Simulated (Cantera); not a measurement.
A perfectly stirred reactor is fed with 6.67 % NH3, 93.3 % H2, at 0.930 bar; it is held at 2175 K, and followed from long to short residence time.

Detailed kinetics in Cantera: the gas-phase N/H chemistry of the illustrative SiF4/NH3 mechanism in the Surface Chemkin manual (1991). Walls and surfaces, which speed up NH3 decomposition in real reactors, are not modelled.

Q: Predict: x(NH3) at τ = 0.780 s; x(H2) at τ = 0.780 s; x(N2) at τ = 0.780 s; x(NH2) at τ = 0.780 s; x(N2H2) at τ = 0.780 s; x(NH3) at τ = 6.70 ms; x(H2) at τ = 6.70 ms; x(N2) at τ = 6.70 ms; x(NH2) at τ = 6.70 ms; x(N2H2) at τ = 6.70 ms.

A: 
* **x(NH3) at τ = 0.780 s**: 0.00176
* **x(H2) at τ = 0.780 s**: 0.963
* **x(N2) at τ = 0.780 s**: 0.0303
* **x(NH2) at τ = 0.780 s**: 2.71e-5
* **x(N2H2) at τ = 0.780 s**: 4.38e-9
* **x(NH3) at τ = 6.70 ms**: 0.0392
* **x(H2) at τ = 6.70 ms**: 0.945
* **x(N2) at τ = 6.70 ms**: 0.0127
* **x(NH2) at τ = 6.70 ms**: 0.000292
* **x(N2H2) at τ = 6.70 ms**: 2.95e-7
